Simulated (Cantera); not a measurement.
Thermodynamics of silicon epitaxy and polysilicon growth, feed SiHCl₃ + N₂

Feed: 1 mol SiHCl₃, 41 mol N₂, at 100 Torr.

Equilibrium computed with Cantera from the NASA thermochemical tables; the gas is ideal and each condensed phase is pure. Candidate condensed phases: NH₄Cl, Si, Si₃N₄; 28 gas species. N₂ is the only nitrogen source here; it is nearly inert below about 1500 K, so the nitride shown seldom forms there in practice. The tables' values for SiCl₃ are old estimates; treat these amounts as uncertain. The numbers say what is thermodynamically allowed, not how fast it happens.

```
T (K)  log p N₂  log p HCl  log p SiCl₄  log p SiCl₂  log p SiCl₃  log p H₂  log p Cl  log p SiHCl₃  n Si₃N₄(s)
-----  --------  ---------  -----------  -----------  -----------  --------  --------  ------------  ----------
1275      -0.89      -2.54        -2.80        -4.64        -4.13     -3.83     -6.83         -5.48       0.156
1300      -0.89      -2.54        -2.81        -4.43        -4.00     -3.84     -6.65         -5.45       0.154
1325      -0.89      -2.54        -2.82        -4.22        -3.89     -3.85     -6.48         -5.41       0.152
1350      -0.89      -2.54        -2.83        -4.02        -3.78     -3.85     -6.32         -5.38       0.150
1375      -0.89      -2.54        -2.85        -3.84        -3.67     -3.85     -6.16         -5.36       0.146
1400      -0.89      -2.54        -2.87        -3.66        -3.58     -3.85     -6.01         -5.33       0.141
1425      -0.89      -2.54        -2.90        -3.50        -3.50     -3.85     -5.87         -5.32       0.134
1450      -0.89      -2.54        -2.95        -3.34        -3.42     -3.84     -5.74         -5.31       0.125
1475      -0.89      -2.55        -3.00        -3.20        -3.36     -3.83     -5.61         -5.30       0.114
1500      -0.89      -2.55        -3.07        -3.07        -3.32     -3.81     -5.49         -5.31       0.100
1525      -0.89      -2.55        -3.15        -2.96        -3.29     -3.78     -5.38         -5.33      0.0852
1550      -0.89      -2.56        -3.25        -2.86        -3.28     -3.75     -5.28         -5.36      0.0687
```
log p: log10 of the partial pressure in bar; n: condensed amount in mol.

From 1275 K to 1550 K the condensed part is Si₃N₄(s). The main Si-bearing gas is SiCl₄ at 1275 K and SiCl₂ at 1550 K. The share of Si in condensed phases is highest at 1275 K (46.7 %) and lowest at 1550 K (20.6 %).
